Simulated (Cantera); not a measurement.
A Cantera script and what it prints.

```python
import numpy as np
import cantera as ct

gas_names = [...]  # 136 gases of nasa_gas.yaml made of C, H, N, O
cond_names = """
    C(gr) C6H6(L) C7H8(L) C8H18(L),n-octa H2O(s) H2O(L)
""".split()


# ... load() reads the species with a 1 bar reference pressure and builds the phases ...
atoms = {
    'C2H5OH': {'C': 2, 'H': 6, 'O': 1},
    'O2': {'O': 2},
    'N2': {'N': 2},
}
top_T = {'C(gr)': 4500}  # K; cautious upper limits of use, not melting points


# ... equilibrate(T, P, feed) seeds the gas with the atoms and calls Mixture.equilibrate('TP', solver="vcs", rtol=1e-11, max_steps=5000) ...
results = []
T = 2650  # K
P = 1333.22  # Pa
for m in [0.25, 0.33, 0.43, 0.56, 0.73, 0.95, 1.2, 1.6]:
    feed = {'C2H5OH': 1, 'O2': m, 'N2': 9.9}  # mol
    mix = equilibrate(T, P, feed)
    results.append((T, P, feed, dict(zip(mix.species_names, mix.species_moles))))

top = {s: max(r[3][s] / sum(r[3][g] for g in gas_names) for r in results) for s in gas_names}
cols = sorted((s for s in top if top[s] > 0.0001), key=lambda s: -top[s])[:9]
seen = [c for c in cond_names if any(r[3].get(c, 0) > 1e-12 for r in results)]
print("log10 of partial pressures in bar; condensed amounts in mol")
print(f"{'n(O2)':>10s}" + "".join(f"{s[:9]:>10s}" for s in cols + seen))
for T, P, feed, n in results:
    ng = sum(n[g] for g in gas_names)
    print(f"{feed['O2']:10.4g}" + "".join(f"{np.log10(max(n[s] / ng * P / 1e5, 1e-99)):10.3f}" for s in cols)
          + "".join(f"{n.get(c, 0):10.4g}" for c in seen))
```

Output:

```
log10 of partial pressures in bar; condensed amounts in mol
     n(O2)        N2         H        CO        H2       H2O       HCN         O        OH       CO2
      0.25    -2.079    -2.743    -2.888    -2.828   -10.413    -3.519   -11.049   -10.941   -11.293
      0.33    -2.081    -2.739    -2.849    -2.820   -10.212    -3.671   -10.855   -10.744   -11.060
      0.43    -2.083    -2.735    -2.806    -2.811    -9.790    -4.036   -10.443   -10.327   -10.604
      0.56    -2.084    -2.739    -2.781    -2.819    -4.242    -9.572    -4.887    -4.775    -5.024
      0.73    -2.086    -2.759    -2.790    -2.861    -3.679   -10.207    -4.282    -4.191    -4.427
      0.95    -2.088    -2.786    -2.802    -2.915    -3.417   -10.563    -3.966    -3.902    -4.123
       1.2    -2.091    -2.817    -2.817    -2.975    -3.262   -10.826    -3.751    -3.717    -3.924
       1.6    -2.098    -2.862    -2.844    -3.066    -3.131   -11.122    -3.529    -3.541    -3.729
```

Cantera equilibrium calculation (NASA polynomials, part measured and part estimated; ideal gas, pure solids and liquids).
